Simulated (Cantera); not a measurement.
A closed system holds: 1 mol c-C4F8, 0.025 mol HCl, 0.071 mol H2, at 1875 K and 130 Pa.

These are equilibrium values from Cantera (NASA tables, ideal gas, pure condensed phases), not measurements of a reactor. Candidate condensed phases: C, C6H6, C7H8, C8H18; 118 gas species. The feed counts by its element totals alone. Gases not in the tables: C2F6 and larger saturated fluorocarbons. Equilibrium is a limit: real reactors are often held back by kinetics, nucleation or transport.

Base state: CF4 0.779, CF2 0.0903, HF 0.0715, F 0.0435, Cl 0.0107, CF3 0.00514, CF 0.000104, CClF3 1.79e-5 (mole fractions); condensed: C(graphite).

**Question.** What changes in the equilibrium state with this change: pressure from 130 Pa to 1000 Pa?

**Answer.** 
```json
[
 {"species": "CF4", "before": "0.779", "after": "0.866"},
 {"species": "HF", "before": "0.0715", "after": "0.0757"},
 {"species": "CF2", "before": "0.0903", "after": "0.0343"},
 {"species": "F", "before": "0.0435", "after": "0.00967"},
 {"species": "Cl", "before": "0.0107", "after": "0.0112"},
 {"species": "CClF3", "before": "1.79e-5", "after": "9.36e-5"},
 {"species": "HCl", "before": "5.55e-6", "after": "2.77e-5"},
 {"species": "CF", "before": "0.000104", "after": "2.32e-5"},
 {"species": "ClF", "before": "5.79e-6", "after": "1.04e-5"},
 {"species": "C(graphite), mol", "before": "1.96", "after": "2.01"}
]
```

**Question.** What changes in the equilibrium state with this change: temperature from 1875 K to 2998.15 K?

**Answer.** 
```
species             before     after
----------------  --------  --------
F                   0.0435     0.767
C3                   <1e-9    0.0989
CF                0.000104    0.0663
CF4                  0.779   3.22e-9
C                  1.32e-9    0.0287
C2                   <1e-9    0.0134
CF2                 0.0903   0.00350
HF                  0.0715    0.0155
Cl                  0.0107   0.00267
C5                   <1e-9   0.00101
C4                   <1e-9  0.000249
H                  1.30e-7   0.00236
CClF3              1.79e-5     <1e-9
C(graphite), mol      1.96         0
```
